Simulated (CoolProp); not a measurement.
A closed Brayton cycle with carbon dioxide: compressor inlet 313.15 K and 9.3 MPa, high pressure 18.4 MPa, turbine inlet 895 K, compressor efficiency 0.85, turbine efficiency 0.85, recuperator effectiveness 0.8 (on enthalpy, no pinch check). Each further row changes one setting.

The numbers come from the reference Helmholtz-energy equation of state, Span 1996 in CoolProp.

```json
[
 {"case": "as stated", "thermal efficiency (%)": "24.4", "net work (kJ/kg)": "77.2", "compressor to turbine work": "0.19", "compressor exit (K)": "339.5", "turbine exit (K)": "812.6"},
 {"case": "turbine inlet 845 K", "thermal efficiency (%)": "23.9", "net work (kJ/kg)": "71.5", "compressor to turbine work": "0.20", "compressor exit (K)": "339.5", "turbine exit (K)": "765.5"},
 {"case": "compressor inlet 323.15 K", "thermal efficiency (%)": "24.4", "net work (kJ/kg)": "66.9", "compressor to turbine work": "0.29", "compressor exit (K)": "372.1", "turbine exit (K)": "812.6"},
 {"case": "high pressure 15.6 MPa", "thermal efficiency (%)": "20.7", "net work (kJ/kg)": "60.3", "compressor to turbine work": "0.17", "compressor exit (K)": "332.9", "turbine exit (K)": "832.2"},
 {"case": "recuperator effectiveness 0.5", "thermal efficiency (%)": "15.8", "net work (kJ/kg)": "77.2", "compressor to turbine work": "0.19", "compressor exit (K)": "339.5", "turbine exit (K)": "812.6"}
]
```
